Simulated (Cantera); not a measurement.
Input: 1 mol Cr, 0.089 mol H2O, equilibrated at 10.0 Torr.

Method: chemical equilibrium by Gibbs-energy minimisation in Cantera with the NASA 1993 tables (ideal gas, pure condensed phases). Candidate condensed phases: Cr, Cr2O3, H2O; 13 gas species. Mutual solubility and eutectic melting of coexisting phases are not modelled. Equilibrium is a limit: real reactors are often held back by kinetics, nucleation or transport.

Which condensed phases are stable at each of these points (T (K)): 873, 1073, 1273, 1473, 1673, 1873, 2073, 2273, 2473, 2673?


```json
[
 {"T (K)": "873", "condensed phases": "Cr(s) + Cr2O3(s)", "Cr condensed (%)": "100.0"},
 {"T (K)": "1073", "condensed phases": "Cr(s) + Cr2O3(s)", "Cr condensed (%)": "100.0"},
 {"T (K)": "1273", "condensed phases": "Cr(s) + Cr2O3(s)", "Cr condensed (%)": "100.0"},
 {"T (K)": "1473", "condensed phases": "Cr(s) + Cr2O3(s)", "Cr condensed (%)": "100.0"},
 {"T (K)": "1673", "condensed phases": "Cr(s) + Cr2O3(s)", "Cr condensed (%)": "100.0"},
 {"T (K)": "1873", "condensed phases": "Cr(s) + Cr2O3(s)", "Cr condensed (%)": "99.8"},
 {"T (K)": "2073", "condensed phases": "Cr(s) + Cr2O3(s)", "Cr condensed (%)": "97.9"},
 {"T (K)": "2273", "condensed phases": "Cr2O3(s)", "Cr condensed (%)": "3.1"},
 {"T (K)": "2473", "condensed phases": "gas only", "Cr condensed (%)": "0.0"},
 {"T (K)": "2673", "condensed phases": "gas only", "Cr condensed (%)": "0.0"}
]
```

From 873 K to 2073 K the condensed part is Cr(s) + Cr2O3(s). At 2273 K the condensed part is Cr2O3(s). From 2473 K to 2673 K nothing is condensed.
